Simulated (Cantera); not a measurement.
Thermodynamics of silicon carbide growth, feed CH3SiH3 + H2

A closed system holds: 1 mol CH3SiH3, 2.3 mol H2, at 1300 K and 7.50 Torr.

These are equilibrium values from Cantera (NASA tables, ideal gas, pure condensed phases), not measurements of a reactor. Candidate condensed phases: C, C6H6, C7H8, C8H18, Si, SiC; 87 gas species. The feed counts by its element totals alone. Rates play no part.

```
Item                                        Value
--------------------------------------  ---------
x(H2)                                       1.000
x(H)                                      1.11e-5
n(SiC(s))                               1.000 mol
gas amount                              5.300 mol
log10 activity of C(graphite) (absent)      -2.53
```
